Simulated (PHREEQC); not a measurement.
0.023 g of hydrous ferric oxide (600 m²/g; 0.2 weak and 0.005 strong sites per Fe, Dzombak-Morel constants, diffuse double layer) in 1 kg of water with 0.01 mol/kgw of an inert sodium salt and 2e-05 mol/kgw SrCl2 and 6.8e-06 mol/kgw BaCl2, at 25 °C; the pH is set by adding NaOH or the inert anion's acid. O2 is buffered at 0.21 atm. The system is closed to CO2. No solid was allowed to form.

Model: ion-association model, wateq4f.dat, run in PHREEQC.

| pH | Sr sorbed (%) | Ba sorbed (%) | surface charge σ (C/m²) |
|---|---|---|---|
| 3 | 0.0 | 0.0 | 0.325 |
| 3.38 | 0.0 | 0.0 | 0.288 |
| 3.75 | 0.0 | 0.0 | 0.246 |
| 4.12 | 0.0 | 0.0 | 0.202 |
| 4.5 | 0.0 | 0.0 | 0.160 |
| 4.88 | 0.0 | 0.0 | 0.124 |
| 5.25 | 0.0 | 0.0 | 0.094 |
| 5.62 | 0.0 | 0.0 | 0.069 |
| 6.38 | 0.0 | 0.0 | 0.034 |
| 6.75 | 0.0 | 0.1 | 0.023 |
| 7.12 | 0.1 | 0.3 | 0.015 |
| 7.5 | 0.4 | 1.2 | 0.008 |
| 7.88 | 1.3 | 3.6 | 0.003 |
| 8.25 | 2.6 | 6.6 | -0.001 |
| 8.62 | 3.8 | 8.5 | -0.005 |
| 9 | 6.6 | 9.7 | -0.011 |

The oxide is taken as insoluble; below pH 4 it would dissolve.
